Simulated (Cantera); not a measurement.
# Carbon deposition, reforming and gasification: C₃H₈ + CO₂

A closed system holds: 1 mol C₃H₈, 0.19 mol CO₂, at 69.0 bar.

Method: chemical equilibrium by Gibbs-energy minimisation in Cantera with the NASA 1993 tables (ideal gas, pure condensed phases). Candidate condensed phases: C, C₆H₆, C₇H₈, C₈H₁₈, H₂O; 110 gas species. The ideal-gas law is rough above about 30 bar. Equilibrium is a limit: real reactors are often held back by kinetics, nucleation or transport.

From 2198 K to 2798 K the condensed part is C(graphite). The main C-bearing gas is CO throughout.

```
T (K)   x H₂    x CO  x C₂H₂ (acetylene)    x CH₄  n C(graphite)
-----  -----  ------  ------------------  -------  -------------
2198   0.894  0.0877             0.00227   0.0146           2.72
2248   0.895  0.0876             0.00296   0.0131           2.72
2298   0.895  0.0876             0.00383   0.0119           2.72
2348   0.894  0.0875             0.00489   0.0108           2.72
2398   0.894  0.0874             0.00617  0.00983           2.71
2448   0.893  0.0874             0.00772  0.00899           2.70
2498   0.891  0.0873             0.00956  0.00824           2.68
2548   0.889  0.0872              0.0117  0.00758           2.67
2598   0.886  0.0871              0.0143  0.00698           2.65
2648   0.883  0.0871              0.0172  0.00644           2.62
2698   0.878  0.0870              0.0206  0.00596           2.59
2748   0.874  0.0869              0.0244  0.00551           2.56
2798   0.868  0.0868              0.0288  0.00511           2.52
```
x: gas mole fraction; n: condensed amount in mol.
